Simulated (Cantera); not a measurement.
# Reactions in the system C-H-Si

Source: NASA polynomial tables (part measured, part estimated), evaluated in Cantera. Values are per mole of reaction as written; species without (g) are pure solids or liquids, kept so even where they would boil at 1 bar.

3 SiC2(g) + 6 CH3(g) ⇌ 3 SiH2(g) + 2 C6H6(g)

```
T (K)  ΔH° (kJ)  ΔS° (J/K)  ΔG° (kJ)  log10 K
-----  --------  ---------  --------  -------
773     -1829.8     -735.0   -1261.6    85.25
873     -1824.5     -728.6   -1188.5    71.11
973     -1818.5     -722.1   -1115.9    59.91
1073    -1812.0     -715.7   -1044.0    50.82
1173    -1805.3     -709.7    -972.8    43.32
1273    -1798.5     -704.2    -902.1    37.01
1373    -1791.8     -699.1    -831.9    31.65
```

3 CH4(g) + Si(CH3)4(g) ⇌ 7 CH3(g) + SiH3(g)

| T (K) | ΔH° (kJ) | ΔS° (J/K) | ΔG° (kJ) | log10 K |
|---|---|---|---|---|
| 773 | 1761.2 | 685.6 | 1231.2 | -83.19 |
| 873 | 1760.4 | 684.7 | 1162.6 | -69.56 |
| 973 | 1758.8 | 683.0 | 1094.2 | -58.74 |
| 1073 | 1756.5 | 680.7 | 1026.1 | -49.95 |
| 1173 | 1753.6 | 678.1 | 958.1 | -42.66 |
| 1273 | 1750.2 | 675.4 | 890.4 | -36.54 |
| 1373 | 1746.4 | 672.5 | 823.0 | -31.31 |
